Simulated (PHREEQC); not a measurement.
**Phosphoric acid bath: speciation**

Dissolve 0.55 mol/kgw H3PO4, 0.0007 mol/kgw H2SO4 and 0.0012 mol/kgw H4SiO4 at 20 °C. Closed to the air; pH follows from the charge balance.

Computed with PHREEQC (ion-association model, wateq4f.dat).

```yaml
pH: 1.22
ionic_strength: 0.0726 mol/kgw
activity_of_water: 0.989
total_alkalinity: -551 meq/kg
```

```json
[
 {"species": "H3PO4", "molality": "0.478", "activity": "0.487", "log γ": "0.007"},
 {"species": "H+", "molality": "0.0724", "activity": "0.0608", "log γ": "-0.076"},
 {"species": "H2PO4-", "molality": "0.0715", "activity": "0.0578", "log γ": "-0.092"},
 {"species": "H4SiO4", "molality": "0.00120", "activity": "0.00122", "log γ": "0.007"},
 {"species": "HSO4-", "molality": "0.000514", "activity": "0.000411", "log γ": "-0.097"},
 {"species": "SO4-2", "molality": "0.000186", "activity": "7.74e-5", "log γ": "-0.381"},
 {"species": "HPO4-2", "molality": "1.37e-7", "activity": "5.74e-8", "log γ": "-0.378"}
]
```

No solid was allowed to form. Examples of supersaturated solids here: Quartz (slow to form), Chalcedony (slow to form). Others may be too. H3PO4, which wateq4f.dat lacks, is added to it with the constant of phreeqc.dat.
